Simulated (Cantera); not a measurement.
# Transport properties of process gases

Gas mixture: N2 : C2H2 : C2H4 = 0.57 : 0.69 : 0.77 (molar parts), at 100.0 Torr, frozen composition.

Cantera's kinetic-theory transport with the Lennard-Jones parameters of GRI-Mech 3.0, ideal gas; thermal conductivity in the multicomponent form. The composition is frozen, though it would react at the higher temperatures.

```
T (K)  ρ (kg/m³)  cp (J/kg/K)  μ (µPa s)  λ (mW/m/K)     Pr  D (cm²/s) H2O  D (cm²/s) CH3  D (cm²/s) H2
-----  ---------  -----------  ---------  ----------  -----  -------------  -------------  ------------
400        0.110         1655       15.5        34.1  0.751           2.41           2.39          8.23
650       0.0675         2088       22.8        63.0  0.756           6.10           5.65          18.7
900       0.0487         2379       29.0        91.1  0.757           11.1           9.89          32.3
1150      0.0381         2609       34.4         119  0.756           17.1           15.0          48.6
1400      0.0313         2774       39.3         144  0.756           24.1           20.8          67.3
1650      0.0266         2897       43.8         168  0.755           31.9           27.4          88.4
1900      0.0231         2989       48.1         191  0.754           40.6           34.7           112
2150      0.0204         3057       52.2         212  0.754           50.0           42.6           137
```
D: mixture-averaged diffusion coefficient of that species in the mixture.
